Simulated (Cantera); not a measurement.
# NO annealing gas

An isothermal, constant-pressure homogeneous reactor starts with 8.33 % NO, 91.7 % N₂, at 1825 K and 13300 Pa.

Model: GRI-Mech 3.0 (53 species, 325 reactions), integrated in Cantera.

```json
[
 {"t (s)": "7.00e-6", "x NO": "0.0833", "x O₂": "<1e-12", "x N₂": "0.917", "x O": "1.87e-9", "x NO₂": "1.12e-12", "x N₂O": "1.87e-9"},
 {"t (s)": "2.28e-5", "x NO": "0.0833", "x O₂": "<1e-12", "x N₂": "0.917", "x O": "6.09e-9", "x NO₂": "1.19e-11", "x N₂O": "6.09e-9"},
 {"t (s)": "7.43e-5", "x NO": "0.0833", "x O₂": "4.92e-12", "x N₂": "0.917", "x O": "1.98e-8", "x NO₂": "1.25e-10", "x N₂O": "1.98e-8"},
 {"t (s)": "0.000242", "x NO": "0.0833", "x O₂": "5.20e-11", "x N₂": "0.917", "x O": "6.41e-8", "x NO₂": "1.29e-9", "x N₂O": "6.40e-8"},
 {"t (s)": "0.000788", "x NO": "0.0833", "x O₂": "5.48e-10", "x N₂": "0.917", "x O": "2.06e-7", "x NO₂": "1.25e-8", "x N₂O": "2.03e-7"},
 {"t (s)": "0.00257", "x NO": "0.0833", "x O₂": "5.86e-9", "x N₂": "0.917", "x O": "6.59e-7", "x NO₂": "1.02e-7", "x N₂O": "6.11e-7"},
 {"t (s)": "0.00837", "x NO": "0.0833", "x O₂": "7.42e-8", "x N₂": "0.917", "x O": "2.27e-6", "x NO₂": "6.15e-7", "x N₂O": "1.56e-6"},
 {"t (s)": "0.0273", "x NO": "0.0833", "x O₂": "1.38e-6", "x N₂": "0.917", "x O": "7.94e-6", "x NO₂": "2.60e-6", "x N₂O": "2.66e-6"},
 {"t (s)": "0.0888", "x NO": "0.0833", "x O₂": "1.84e-5", "x N₂": "0.917", "x O": "1.44e-5", "x NO₂": "4.82e-6", "x N₂O": "2.87e-6"},
 {"t (s)": "0.289", "x NO": "0.0831", "x O₂": "9.08e-5", "x N₂": "0.917", "x O": "1.52e-5", "x NO₂": "5.08e-6", "x N₂O": "2.86e-6"},
 {"t (s)": "0.942", "x NO": "0.0826", "x O₂": "0.000330", "x N₂": "0.917", "x O": "1.65e-5", "x NO₂": "5.56e-6", "x N₂O": "2.82e-6"},
 {"t (s)": "3.07", "x NO": "0.0810", "x O₂": "0.00113", "x N₂": "0.918", "x O": "2.04e-5", "x NO₂": "6.88e-6", "x N₂O": "2.70e-6"},
 {"t (s)": "10.0", "x NO": "0.0756", "x O₂": "0.00384", "x N₂": "0.921", "x O": "3.00e-5", "x NO₂": "9.69e-6", "x N₂O": "2.33e-6"}
]
```
x: mole fraction; the columns are a selection and need not sum to one.

Equilibrium at this temperature and pressure: NO 0.00220, O₂ 0.0405, N₂ 0.957, O 8.52e-5, NO₂ 8.38e-7, N₂O 5.06e-8 (gas phase only).
